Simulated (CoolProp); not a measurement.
The numbers come from the reference Helmholtz-energy equation of state, Schroeder 2014 in CoolProp.

### Question
For ethanol, give the phase and the density (kg/m³), Joule-Thomson coefficient (K/MPa), conductivity (mW/(m K)), Prandtl number at 306.55 °C and 4.7 MPa; 306.55 °C and 11 MPa; 306.55 °C and 14.1 MPa.

### Answer
- 306.55 °C and 4.7 MPa: gas; density 52.3, Joule-Thomson coefficient 6.18, conductivity 58.8, Prandtl number 0.902
- 306.55 °C and 11 MPa: supercritical; density 183, Joule-Thomson coefficient 5.92, conductivity 95.1, Prandtl number 1.56
- 306.55 °C and 14.1 MPa: supercritical; density 290, Joule-Thomson coefficient 3.55, conductivity 117, Prandtl number 1.98

Viscosity comes from a separate model (Kiselev 2005). Thermal conductivity comes from a separate model (Assael 2013).
